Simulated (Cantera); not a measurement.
Feed: 1 mol SiH₄, 20 mol NH₃, at 1750 K and 0.160 bar.

Method: chemical equilibrium by Gibbs-energy minimisation in Cantera with the NASA 1993 tables (ideal gas, pure condensed phases). Candidate condensed phases: Si, Si₃N₄; 18 gas species. The numbers say what is thermodynamically allowed, not how fast it happens.

Base state: H₂ 0.774, N₂ 0.226, H 0.000511 (mole fractions); condensed: Si₃N₄(s).

**Question.** What changes in the equilibrium state with this change: pressure from 0.160 bar to 0.0100 bar?

**Answer.** 
```tsv
species	before	after
H₂	0.774	0.760
N₂	0.226	0.238
H	0.000511	0.00203
Si	2.09e-6	0.000150
SiH	9.74e-7	1.73e-5
SiH₂	3.59e-6	1.58e-5
Si₃N₄(s), mol	0.333	0
Si(l), mol	0	0.992
```
Gases not in the tables: Si₂H₆ and higher silanes.

**Question.** What changes in the equilibrium state with this change: pressure from 0.160 bar to 0.0320 bar?

**Answer.** 
```
species          before    after
-------------  --------  -------
H₂                0.774    0.773
N₂                0.226    0.226
H              0.000511  0.00114
Si              2.09e-6  3.06e-5
SiH₂            3.59e-6  1.05e-5
Si₃N₄(s), mol     0.333    0.333
```
Gases not in the tables: Si₂H₆ and higher silanes.

**Question.** What changes in the equilibrium state with this change: pressure from 0.160 bar to 0.00190 bar?

**Answer.** 
| species | before | after |
|---|---|---|
| H₂ | 0.774 | 0.757 |
| N₂ | 0.226 | 0.237 |
| H | 0.000511 | 0.00464 |
| Si | 2.09e-6 | 0.000790 |
| Si₂N | 7.77e-8 | 1.47e-5 |
| SiH | 9.74e-7 | 3.96e-5 |
| Si₃N₄(s), mol | 0.333 | 0 |
| Si(l), mol | 0 | 0.962 |
Gases not in the tables: Si₂H₆ and higher silanes.
